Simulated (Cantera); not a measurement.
An adiabatic, constant-pressure homogeneous reactor starts with CO : H₂ : CH₄ : O₂ : N₂ = 1 : 0.12 : 0.23 : 1.96 : 7.38 (molar parts), equivalence ratio 0.52, at 1773 K and 16.0 bar. Integrator tolerance rtol = 1e-08.

Cantera simulation using GRI-Mech 3.0 (53 species, 325 reactions); the numbers are that mechanism's predictions, not measurements. The pressure lies above the range GRI-Mech 3.0 was tuned for (to about 10 atm).

Problem. What does this change do: initial temperature 1773 to 1625 K?

Solution. 
```json
[
 {"quantity": "time of steepest temperature rise", "before": "4.18 µs", "after": "8.62 µs"},
 {"quantity": "temperature at 1.00 s", "before": "2775 K", "after": "2685 K"},
 {"quantity": "equilibrium temperature", "before": "2775 K", "after": "2685 K"},
 {"quantity": "x(CO) at 1.00 s", "before": "0.0127 (gas-phase equilibrium 0.0127)", "after": "0.00884 (gas-phase equilibrium 0.00884)"},
 {"quantity": "x(H₂) at 1.00 s", "before": "0.000875 (gas-phase equilibrium 0.000875)", "after": "0.000621 (gas-phase equilibrium 0.000621)"},
 {"quantity": "x(CH₄) at 1.00 s", "before": "<1e-12 (gas-phase equilibrium <1e-12)", "after": "<1e-12 (gas-phase equilibrium <1e-12)"},
 {"quantity": "x(O₂) at 1.00 s", "before": "0.0839 (gas-phase equilibrium 0.0839)", "after": "0.0844 (gas-phase equilibrium 0.0844)"},
 {"quantity": "x(NO) at 1.00 s", "before": "0.0214 (gas-phase equilibrium 0.0214)", "after": "0.0188 (gas-phase equilibrium 0.0188)"}
]
```

Problem. What does this change do: initial temperature 1773 to 1500 K?

Solution. 
```tsv
quantity	before	after
time of steepest temperature rise	4.18 µs	18.0 µs
temperature at 1.00 s	2775 K	2603 K
equilibrium temperature	2775 K	2603 K
x(CO) at 1.00 s	0.0127 (gas-phase equilibrium 0.0127)	0.00615 (gas-phase equilibrium 0.00615)
x(H₂) at 1.00 s	0.000875 (gas-phase equilibrium 0.000875)	0.000443 (gas-phase equilibrium 0.000443)
x(CH₄) at 1.00 s	<1e-12 (gas-phase equilibrium <1e-12)	<1e-12 (gas-phase equilibrium <1e-12)
x(O₂) at 1.00 s	0.0839 (gas-phase equilibrium 0.0839)	0.0849 (gas-phase equilibrium 0.0849)
x(NO) at 1.00 s	0.0214 (gas-phase equilibrium 0.0214)	0.0166 (gas-phase equilibrium 0.0166)
```
